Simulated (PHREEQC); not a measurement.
# Spent oxide etchant: speciation

Make-up at 25 °C: 0.0092 mol/kgw NH4HF2, 0.00032 mol/kgw H2SiF6, 0.015 mol/kgw H3AsO4 and 0.00026 mol/kgw HCl. Closed to the air; pH follows from the charge balance.

Model: ion-association model, wateq4f.dat, run in PHREEQC.

Precipitation was switched off in this run.

**Question.** Predict the pH, ionic strength.

**Answer.** pH 2.44; ionic strength 0.0135 mol/kgw.

**Question.** In which forms is As present?

**Answer.** H2AsO4- 61 %, H3AsO4 39 % of the As.

wateq4f.dat counts part of the HF as a dimer, H2F2, which phreeqc.dat doesn't know; its constant is uncertain. SiF6-2 is the database's only silicon fluoride.
